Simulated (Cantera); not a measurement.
Feed: 1 mol CH₂F₂, 2.1 mol F₂, 0.29 mol H₂.

Equilibrium computed with Cantera from the NASA thermochemical tables; the gas is ideal and each condensed phase is pure. Candidate condensed phases: C, C₆H₆, C₇H₈, C₈H₁₈; 95 gas species. Kinetics and transport are ignored.

### Question
What condenses at these points (T in °C, P in Pa): (2950, 1); (3000, 5.2); (2600, 720); (2750, 1); (2500, 3700)?

### Answer
```tsv
T (°C)	P in Pa	condensed phases	C condensed (%)
2950	1	gas only	0.0
3000	5.2	gas only	0.0
2600	720	C	36.9
2750	1	gas only	0.0
2500	3700	C	19.3
```
